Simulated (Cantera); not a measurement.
Cantera with NASA thermochemical tables; ideal gases at 1 bar, condensed phases pure. Values are per mole of reaction as written; species without (g) are pure solids or liquids, kept so even where they would boil at 1 bar.

Ca(g) + CO(g) ⇌ C + CaO

```
T (K)  ΔH° (kJ)  ΔS° (J/K)  ΔG° (kJ)  log10 K
-----  --------  ---------  --------  -------
2098          …          …         …        …
2173     -662.8     -273.7     -68.1     1.64
2248     -660.8     -272.7     -47.6     1.11
2323          …          …         …        …
2398          …          …         …        …
2473          …          …         …        …
2548     -652.5     -269.3      33.7    -0.69
2623     -650.4     -268.5      53.8    -1.07
2698     -648.3     -267.7      73.9    -1.43
```

### Question
Fill in the missing entries.

### Answer

- 2098, ΔH° (kJ): -664.8
- 2098, ΔS° (J/K): -274.6
- 2098, ΔG° (kJ): -88.7
- 2098, log10 K: 2.21
- 2323, ΔH° (kJ): -658.7
- 2323, ΔS° (J/K): -271.8
- 2323, ΔG° (kJ): -27.2
- 2323, log10 K: 0.61
- 2398, ΔH° (kJ): -656.7
- 2398, ΔS° (J/K): -271.0
- 2398, ΔG° (kJ): -6.9
- 2398, log10 K: 0.15
- 2473, ΔH° (kJ): -654.6
- 2473, ΔS° (J/K): -270.1
- 2473, ΔG° (kJ): 13.4
- 2473, log10 K: -0.28
